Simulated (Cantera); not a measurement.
A perfectly stirred reactor is fed with 20.8 % H₂, 15.1 % O₂, 56.5 % N₂, 7.68 % H₂O, equivalence ratio 0.69, at 1.70 bar; it is adiabatic with a 475 K inlet, and is followed from long to short residence time, starting on the burning branch (τ in s: 0.12, 0.044, 0.016, 0.006, 0.0022, 0.00083, 0.00031, 0.00011, 4.3e-05, 1.6e-05).

Computed with Cantera and the H2/O2 subset of GRI-Mech 3.0, which has no nitrogen chemistry.

### Question
Predict: blow-out, bracketed by the residence times tried; x(H₂) at τ = 0.120 s; x(O₂) at τ = 0.120 s; x(H₂O) at τ = 0.120 s; x(OH) at τ = 0.120 s; x(H₂O₂) at τ = 0.120 s; x(H₂) at τ = 0.830 ms; x(O₂) at τ = 0.830 ms; x(H₂O) at τ = 0.830 ms; x(OH) at τ = 0.830 ms; x(H₂O₂) at τ = 0.830 ms.

### Answer
| Quantity | Value |
|---|---|
| blow-out, bracketed by the residence times tried | burning at 16.0 µs, the shortest tried |
| x(H₂) at τ = 0.120 s | 0.000395 |
| x(O₂) at τ = 0.120 s | 0.0516 |
| x(H₂O) at τ = 0.120 s | 0.316 |
| x(OH) at τ = 0.120 s | 0.00244 |
| x(H₂O₂) at τ = 0.120 s | 1.87e-7 |
| x(H₂) at τ = 0.830 ms | 0.00506 |
| x(O₂) at τ = 0.830 ms | 0.0520 |
| x(H₂O) at τ = 0.830 ms | 0.306 |
| x(OH) at τ = 0.830 ms | 0.00749 |
| x(H₂O₂) at τ = 0.830 ms | 7.35e-7 |
